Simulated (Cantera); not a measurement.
Input: 1 mol Fe2O3, 0.34 mol H2, held at 1875 °C and 61.5 Torr.

Cantera equilibrium calculation (NASA polynomials, part measured and part estimated; ideal gas, pure solids and liquids). Candidate condensed phases: Fe, FeO, Fe(OH)2, Fe(OH)3, Fe2O3, Fe3O4, H2O; 12 gas species. The tables' stoichiometric FeO is somewhat more stable than real wüstite, so its field is too wide. FeO: taken at fixed stoichiometry. The numbers say what is thermodynamically allowed, not how fast it happens.

Base state: H2O 0.490, O2 0.482, OH 0.0204, O 0.00467, H2 0.00202, H 0.000653, Fe(OH)2 0.000357, FeO 0.000275 (mole fractions); condensed: FeO(l).

### Question
What changes in the equilibrium state with this change: temperature from 1875 °C to 1950 °C?

### Answer
| species | before | after |
|---|---|---|
| H2O | 0.490 | 0.482 |
| O2 | 0.482 | 0.477 |
| OH | 0.0204 | 0.0275 |
| FeO | 0.000275 | 0.000647 |
| Fe | 4.08e-5 | 0.000134 |
| H | 0.000653 | 0.00127 |
| O | 0.00467 | 0.00754 |
| H2 | 0.00202 | 0.00321 |
| FeO(l), mol | 2.00 | 2.00 |

### Question
What changes in the equilibrium state with this change: temperature from 1875 °C to 1002 °C?

### Answer
```csv
species,before,after
H2O,0.490,0.980
H2,0.00202,0.0196
Fe(OH)2,0.000357,1.02e-6
O2,0.482,<1e-9
OH,0.0204,2.10e-7
O,0.00467,<1e-9
FeO,0.000275,<1e-9
Fe,4.08e-5,<1e-9
HO2,1.10e-5,<1e-9
H,0.000653,3.60e-7
"FeO(l), mol",2.00,0
"Fe3O4(s), mol",0,0.667
```
